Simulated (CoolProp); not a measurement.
The fluid at 293.15 K and 2.05 MPa is throttled through a valve to 1.27 MPa with no heat exchange. The same conditions are run with several fluids, on thermodynamics alone (safety and materials aside).

Computed with CoolProp (reference Helmholtz-energy equation of state of each fluid (R1336mzz(E): Akasaka 2023; R245ca: Zhou 2016; chloromethane (R40): Thol 2014; R227EA: Lemmon 2016; isobutane: Bücker 2006)).

```json
[
 {"fluid": "R1336mzz(E)", "temperature change (K)": "+0.2", "final density (kg/m³)": "(withheld)"},
 {"fluid": "R245ca", "temperature change (K)": "+0.2", "final density (kg/m³)": "(withheld)"},
 {"fluid": "chloromethane (R40)", "temperature change (K)": "+0.2", "final density (kg/m³)": "(withheld)"},
 {"fluid": "R227EA", "temperature change (K)": "(withheld)", "final density (kg/m³)": "(withheld)"},
 {"fluid": "isobutane", "temperature change (K)": "+0.2", "final density (kg/m³)": "(withheld)"}
]
```

Fill in the missing entries.


- R1336mzz(E), final density (kg/m³): 1340
- R245ca, final density (kg/m³): 1400
- chloromethane (R40), final density (kg/m³): 923
- R227EA, temperature change (K): +0.1
- R227EA, final density (kg/m³): 1410
- isobutane, final density (kg/m³): 559
